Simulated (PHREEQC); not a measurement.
Synthetic water in mg/kgw, 85 °C, pH 7.26, pe 1:

```
constituent         mg/kgw
------------------  ------
Na                    2220
K                     45.7
Ca                     296
Mg                     173
Cl                    3690
S(6) as SO4            896
Alkalinity as HCO3    17.6
Fe(2)                 44.1
Li                    1.12
N(-3) as NH4          10.8
Mn(2)                 26.9
```

Valence states are taken as typed.

The numbers come from PHREEQC with the ion-association model, phreeqc.dat.

Precipitation was switched off in this run.

Q: Order these Fe species by the share of Fe that they hold, largest first: Fe+2, FeOH+, FeSO4, FeCl+, FeHCO3+.

A: Fe+2 (73 %), FeSO4 (16 %), FeOH+ (7.7 %), FeCl+ (3.3 %), FeHCO3+ (0.18 %)

The pH is 7.26 and the ionic strength 0.137 mol/kgw. Examples of supersaturated solids here: Siderite, Rhodochrosite. Others may be too. Complexes and solids missing from the database can't appear. At this temperature some constants are extrapolated from 25 °C, and those without enthalpy data are left unchanged.
